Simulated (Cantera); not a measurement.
## Adiabatic ignition

An adiabatic, constant-pressure homogeneous reactor starts with 3.64 % CH4, 20.2 % O2, 76.1 % N2, at 1698 K and 100000 Pa.

Model: GRI-Mech 3.0 (53 species, 325 reactions), integrated in Cantera.

```csv
t (s),T (K),x CH4,x O2,x CH3,x H2O2,x HCO,x C2H2,x CO2
3.00e-6,1698,0.0364,0.202,3.14e-6,4.01e-9,2.91e-12,<1e-12,3.08e-11
1.50e-5,1698,0.0364,0.202,2.12e-5,2.97e-8,1.26e-10,4.96e-12,2.55e-9
7.54e-5,1698,0.0361,0.202,0.000217,1.81e-7,1.57e-8,1.14e-8,6.75e-7
0.000378,2281,<1e-12,0.125,<1e-12,1.02e-7,1.36e-9,<1e-12,0.0304
0.00189,2391,<1e-12,0.127,<1e-12,1.33e-7,1.29e-10,<1e-12,0.0343
0.00950,2387,<1e-12,0.126,<1e-12,1.32e-7,1.24e-10,<1e-12,0.0343
0.0476,2375,<1e-12,0.122,<1e-12,1.27e-7,1.10e-10,<1e-12,0.0344
0.239,2368,<1e-12,0.121,<1e-12,1.24e-7,1.04e-10,<1e-12,0.0345
1.20,2368,<1e-12,0.121,<1e-12,1.24e-7,1.03e-10,<1e-12,0.0345
6.00,2368,<1e-12,0.121,<1e-12,1.24e-7,1.03e-10,<1e-12,0.0345
```
x: mole fraction; the columns are a selection and need not sum to one.

The time of steepest temperature rise is 0.200 ms and the temperature at 6.00 s is 2368 K. The equilibrium temperature is 2368 K and the x(CH4) at 6.00 s is <1e-12 (gas-phase equilibrium <1e-12). The x(O2) at 6.00 s is 0.121 (gas-phase equilibrium 0.121) and the x(CH3) at 6.00 s is <1e-12 (gas-phase equilibrium <1e-12).
